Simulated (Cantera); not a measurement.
A Cantera script and its output.

```python
import numpy as np
import cantera as ct

gas = ct.Solution("gri30.yaml")
gas.TPX = 1400, 1100000, {'CH2O': 0.015, 'O2': 0.029, 'N2': 1}
reactor = ct.IdealGasConstPressureReactor(gas, energy="off", clone=False)
net = ct.ReactorNet([reactor])
net.rtol, net.atol = 1e-08, 1e-18
show = ['CH2O', 'O2', 'CH3', 'CO2', 'C2H', 'C2H6', 'H']
times = np.geomspace(4e-05, 40, 11)

steps = ct.SolutionArray(gas, extra=["t"])
rows = []
print(f"{'t/s':>10s}{'T/K':>9s}{'P/Pa':>11s}" + "".join(f"{s:>11s}" for s in show))
for t in times:
    while net.time < t:
        t_next = net.step()
        steps.append(gas.state, t=t_next)
    rows.append([np.interp(t, steps.t, y) for y in (steps.T, steps.P, *steps(*show).X.T)])
    print(f"{t:10.3e}{rows[-1][0]:9.1f}{rows[-1][1]:11.4g}" + "".join(f"{x:11.3e}" for x in rows[-1][2:]))
rate = np.gradient(steps.T, steps.t)
print("integrator steps:", len(steps.t))
if steps.T.max() > steps.T[0] + 200:
    print(f"time of steepest temperature rise: {steps.t[rate.argmax()]:.4e} s")
gas.TPX = 1400, 1100000, {'CH2O': 0.015, 'O2': 0.029, 'N2': 1}
gas.equilibrate("TP")
print(f"equilibrium (TP): T = {gas.T:.1f} K  " + "  ".join(f"{s} {gas[s].X[0]:.3e}" for s in show))
```

Result:

```
       t/s      T/K       P/Pa       CH2O         O2        CH3        CO2        C2H       C2H6          H
 4.000e-05   1400.0    1.1e+06  1.811e-03  2.336e-02  2.866e-09  3.231e-04  5.032e-19  1.334e-13  2.165e-05
 1.592e-04   1400.0    1.1e+06  5.661e-11  1.765e-02  5.708e-13  5.681e-03  1.701e-22 -4.708e-22  1.856e-05
 6.340e-04   1400.0    1.1e+06  6.387e-12  1.512e-02  4.072e-18  1.085e-02  1.543e-27  1.255e-22  5.434e-06
 2.524e-03   1400.0    1.1e+06  4.451e-14  1.364e-02  1.855e-19  1.388e-02  7.731e-31  9.985e-32  4.497e-07
 1.005e-02   1400.0    1.1e+06  2.320e-17  1.342e-02  7.524e-20  1.435e-02 -1.968e-32  5.434e-32  8.664e-09
 4.000e-02   1400.0    1.1e+06  2.903e-20  1.341e-02 -8.772e-21  1.437e-02  7.771e-35 -1.104e-31  2.947e-10
 1.592e-01   1400.0    1.1e+06  3.129e-21  1.341e-02  6.503e-26  1.437e-02  2.394e-35 -4.105e-37  1.927e-10
 6.340e-01   1400.0    1.1e+06  3.127e-21  1.341e-02  6.290e-26  1.437e-02  1.818e-35  1.046e-45  1.926e-10
 2.524e+00   1400.0    1.1e+06  3.127e-21  1.341e-02  5.133e-26  1.437e-02  6.089e-36  5.425e-46  1.926e-10
 1.005e+01   1400.0    1.1e+06  3.127e-21  1.341e-02  2.289e-26  1.437e-02  7.415e-38  7.884e-47  1.926e-10
 4.000e+01   1400.0    1.1e+06  3.127e-21  1.341e-02  1.037e-27  1.437e-02  4.654e-40  2.845e-47  1.926e-10
integrator steps: 1847
equilibrium (TP): T = 1400.0 K  CH2O 3.151e-21  O2 1.331e-02  CH3 5.519e-33  CO2 1.437e-02  C2H 1.495e-48  C2H6 7.762e-59  H 1.930e-10
```

Detailed kinetics in Cantera: GRI-Mech 3.0 (53 species, 325 reactions).
